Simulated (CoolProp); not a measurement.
Toluene along the isobar 827 kPa: Z from the reference equation and from simpler models built on Tc = 591.7 K, pc = 4126 kPa, ω = 0.266; each cubic takes its own stable root.

Computed with CoolProp (reference Helmholtz-energy equation of state, Lemmon 2006). It is a short technical equation, of lower accuracy than the large ones.

| T (K) | phase | reference | van der Waals | Redlich-Kwong | Soave-Redlich-Kwong | Peng-Robinson |
|---|---|---|---|---|---|---|
| 201.7 | liquid | 0.04771 | ? | 0.05561 | 0.05516 | 0.04926 |
| 222.2 | liquid | 0.04421 | 0.07634 | 0.05126 | 0.05071 | 0.04525 |
| 242.7 | liquid | 0.04131 | 0.07102 | 0.04771 | 0.04707 | 0.04196 |
| 263.1 | liquid | ? | 0.06661 | 0.04480 | 0.04407 | 0.03925 |
| 283.6 | liquid | 0.03688 | 0.06291 | ? | 0.04155 | 0.03697 |
| 304.1 | liquid | ? | 0.05979 | 0.04036 | ? | 0.03506 |
| 324.6 | liquid | 0.03369 | 0.05717 | 0.03868 | 0.03769 | 0.03346 |
| 345 | liquid | ? | ? | 0.03731 | 0.03623 | 0.03213 |

### Question
Some entries are withheld; supply them.

### Answer

- 201.7, van der Waals: 0.08284
- 263.1, reference: 0.03891
- 283.6, Redlich-Kwong: 0.04238
- 304.1, reference: 0.03515
- 304.1, Soave-Redlich-Kwong: 0.03945
- 345, reference: 0.03245
- 345, van der Waals: 0.05497
